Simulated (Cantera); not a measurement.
A perfectly stirred reactor is fed with CH₄ : CO₂ = 1 : 1.7 (molar parts), at 420000 Pa; it is held at 1925 K, and followed from long to short residence time.

Detailed kinetics in Cantera: GRI-Mech 3.0 (53 species, 325 reactions).

Q: Predict: x(CH₄) at τ = 25.0 s; x(CO₂) at τ = 25.0 s; x(H₂O) at τ = 25.0 s; x(C₂H₄) at τ = 25.0 s; x(C₂H₆) at τ = 25.0 s; x(CH₄) at τ = 57.0 ms; x(CO₂) at τ = 57.0 ms; x(H₂O) at τ = 57.0 ms; x(C₂H₄) at τ = 57.0 ms; x(C₂H₆) at τ = 57.0 ms.

A: 
- x(CH₄) at τ = 25.0 s = 0.000244
- x(CO₂) at τ = 25.0 s = 0.0419
- x(H₂O) at τ = 25.0 s = 0.107
- x(C₂H₄) at τ = 25.0 s = 1.51e-7
- x(C₂H₆) at τ = 25.0 s = 1.59e-9
- x(CH₄) at τ = 57.0 ms = 0.0142
- x(CO₂) at τ = 57.0 ms = 0.0719
- x(H₂O) at τ = 57.0 ms = 0.151
- x(C₂H₄) at τ = 57.0 ms = 0.000315
- x(C₂H₆) at τ = 57.0 ms = 6.60e-6
